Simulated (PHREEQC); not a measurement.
# Phosphoric acid bath: an equilibrium model

Consider water at 65 °C with 4.5 mmol/kgw H3PO4 and 0.0045 mmol/kgw H4SiO4. Closed to the air; pH follows from the charge balance.

Equilibrium calculation in PHREEQC: ion-association model, wateq4f.dat.

No solid was allowed to form.

Problem. Predict the pH, ionic strength.

Solution. pH 2.57; ionic strength 0.00287 mol/kgw.

Problem. In which forms is P present?

Solution. H2PO4- 64 %, H3PO4 36 % of the P.

Complexes and solids missing from the database can't appear. H3PO4, which wateq4f.dat lacks, is added to it with the constant of phreeqc.dat. Constants without temperature data keep their 25 °C values here.
